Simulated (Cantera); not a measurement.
Charge: 1 mol SiHCl₃, 4.1 mol N₂, equilibrated at 1748.15 K and 2.63 Torr.

Method: chemical equilibrium by Gibbs-energy minimisation in Cantera with the NASA 1993 tables (ideal gas, pure condensed phases). Candidate condensed phases: NH₄Cl, Si, Si₃N₄; 28 gas species. The tables' values for SiCl₃, SiCl are old estimates; treat these amounts as uncertain. Equilibrium is a limit: real reactors are often held back by kinetics, nucleation or transport.

Base state: N₂ 0.674, SiCl₂ 0.154, HCl 0.148, SiCl₃ 0.00956, H₂ 0.00808, Cl 0.00491, SiCl₄ 0.00106, H 0.000348 (mole fractions); condensed: gas only.

Question: What changes in the equilibrium state with this change: N₂ from 4.1 to 80 mol?

Answer: 
```tsv
species	before	after
N₂	0.674	0.975
SiCl₂	0.154	0.0120
HCl	0.148	0.0108
SiCl₄	0.00106	5.38e-6
SiHCl₃	1.27e-5	7.22e-8
SiCl₃	0.00956	0.000190
```
